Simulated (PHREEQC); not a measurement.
Synthetic water in mg/L, 25 °C, pH 6.33, pe -1.7: Na 6.89; K 11.3; Ca 4.34; Mg 0.395; Cl 7.67; S(6) as SO4 3.79; Alkalinity as HCO3 32.1; B 0.064; Mn(2) 0.0559.

Na is adjusted to close the charge balance.
Valence states are taken as typed.

Model: ion-association model, phreeqc.dat, run in PHREEQC.

```json
{
 "ionic_strength": "0.000982 mol/kgw"
}
```

```
species  molality  activity   log γ
-------  --------  --------  ------
CO2      0.000534  0.000534   0.000
HCO3-    0.000526  0.000508  -0.015
K+       0.000289  0.000279  -0.015
Na+      0.000281  0.000271  -0.015
Cl-      0.000216  0.000209  -0.015
Ca+2     0.000107   9.31e-5  -0.061
SO4-2     3.87e-5   3.36e-5  -0.061
Mg+2      1.61e-5   1.40e-5  -0.060
H3BO3     5.91e-6   5.92e-6   0.000
```

Precipitation was switched off in this run. Complexes and solids missing from the database can't appear.
